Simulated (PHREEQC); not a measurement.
Brine: an equilibrium model

Consider water at 20 °C with 1.7 mol/kgw NaCl and 0.12 mol/kgw FeCl2. Closed to the air; pH follows from the charge balance.

Model: ion-association model, wateq4f.dat, run in PHREEQC.

Precipitation was switched off in this run.

### Question
Estimate the pH, activity of water.

### Answer
pH 5.72; activity of water 0.937.

### Question
In which forms is Fe present?

### Answer
Fe+2 70 %, FeCl+ 30 % of the Fe.

Ionic strength above about 0.7 mol/kgw puts this run outside the model's range. Complexes and solids missing from the database can't appear.
